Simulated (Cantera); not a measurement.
A perfectly stirred reactor is fed with H₂ : O₂ : N₂ = 1.7 : 0.76 : 16 (molar parts), equivalence ratio 1.1, at 113 Torr; it is held at 950 K, and followed from long to short residence time.

Computed with Cantera and GRI-Mech 3.0 (53 species, 325 reactions). The temperature is held fixed by assumption; the heat of reaction is taken as removed at once.

Predict: x(H₂) at τ = 0.450 s; x(O₂) at τ = 0.450 s; x(O) at τ = 0.450 s; x(H₂O) at τ = 0.450 s; x(OH) at τ = 0.450 s; x(H₂) at τ = 20.0 ms; x(O₂) at τ = 20.0 ms; x(O) at τ = 20.0 ms; x(H₂O) at τ = 20.0 ms; x(OH) at τ = 20.0 ms.


```
Property                 Result
---------------------  --------
x(H₂) at τ = 0.450 s     0.0103
x(O₂) at τ = 0.450 s   0.000615
x(O) at τ = 0.450 s     2.80e-5
x(H₂O) at τ = 0.450 s    0.0844
x(OH) at τ = 0.450 s    3.50e-5
x(H₂) at τ = 20.0 ms     0.0164
x(O₂) at τ = 20.0 ms    0.00482
x(O) at τ = 20.0 ms    0.000302
x(H₂O) at τ = 20.0 ms    0.0750
x(OH) at τ = 20.0 ms   0.000154
```
